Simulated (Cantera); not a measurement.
An isothermal, constant-pressure homogeneous reactor starts with CH4 : N2 = 1 : 47 (molar parts), at 1798 K and 19000 Pa. Integrator tolerance rtol = 1e-08.

Cantera simulation using GRI-Mech 3.0 (53 species, 325 reactions); the numbers are that mechanism's predictions, not measurements. GRI-Mech 3.0 stops at C3 and has no aromatics, soot or wall deposition, so with more carbon than oxygen in the feed, carbon stays in small species such as C2H2 where larger ones or solid carbon would form.

Q: What does this change do: temperature 1798 to 1048 K?

A: 
```
quantity                                            before                                      after
-----------------  ---------------------------------------  -----------------------------------------
x(CH4) at 9.00 s   4.54e-6 (gas-phase equilibrium 1.83e-6)     0.0208 (gas-phase equilibrium 0.00993)
x(C2H2) at 9.00 s  0.0102 (gas-phase equilibrium 0.000953)    <1e-12 (gas-phase equilibrium 0.000857)
x(H2) at 9.00 s      0.0305 (gas-phase equilibrium 0.0305)     1.43e-8 (gas-phase equilibrium 0.0156)
x(C2H) at 9.00 s   4.11e-7 (gas-phase equilibrium 3.85e-8)      <1e-12 (gas-phase equilibrium <1e-12)
x(C2H4) at 9.00 s  1.39e-6 (gas-phase equilibrium 1.30e-7)  1.47e-10 (gas-phase equilibrium 0.000463)
```

Q: What does this change do: CH4 1 to 9 parts?

A: 
```csv
quantity,before,after
x(CH4) at 9.00 s,4.54e-6 (gas-phase equilibrium 1.83e-6),0.000274 (gas-phase equilibrium 0.000173)
x(C2H2) at 9.00 s,0.0102 (gas-phase equilibrium 0.000953),0.0690 (gas-phase equilibrium 0.0272)
x(H2) at 9.00 s,0.0305 (gas-phase equilibrium 0.0305),0.207 (gas-phase equilibrium 0.207)
x(C2H) at 9.00 s,4.11e-7 (gas-phase equilibrium 3.85e-8),1.07e-6 (gas-phase equilibrium 4.22e-7)
x(C2H4) at 9.00 s,1.39e-6 (gas-phase equilibrium 1.30e-7),6.39e-5 (gas-phase equilibrium 2.53e-5)
```
